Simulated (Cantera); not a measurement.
Feed: 1 mol Si, 2.1 mol NF3, 65 mol H2, equilibrated at 1423 K and 14.0 Pa.

Equilibrium computed with Cantera from the NASA thermochemical tables; the gas is ideal and each condensed phase is pure. Candidate condensed phases: Si, Si3N4; 37 gas species. The tables' values for SiF3, SiF2 are old estimates; treat these amounts as uncertain. Equilibrium is a limit: real reactors are often held back by kinetics, nucleation or transport.

Base state: H2 0.932, HF 0.0373, N2 0.0154, SiF4 0.0114, SiF3 0.00273, H 0.000542, SiF2 0.000428, SiHF3 7.80e-5 (mole fractions); condensed: gas only.

Problem. What changes in the equilibrium state with this change: H2 from 65 to 1.7 mol?

Solution. 
```json
[
 {"species": "HF", "before": "0.0373", "after": "0.470"},
 {"species": "N2", "before": "0.0154", "after": "0.214"},
 {"species": "SiF4", "before": "0.0114", "after": "0.203"},
 {"species": "H2", "before": "0.932", "after": "0.111"},
 {"species": "SiF2", "before": "0.000428", "after": "5.72e-6"},
 {"species": "SiHF3", "before": "7.80e-5", "after": "1.31e-5"}
]
```
The tables' values for SiF3 are old estimates; treat these amounts as uncertain.
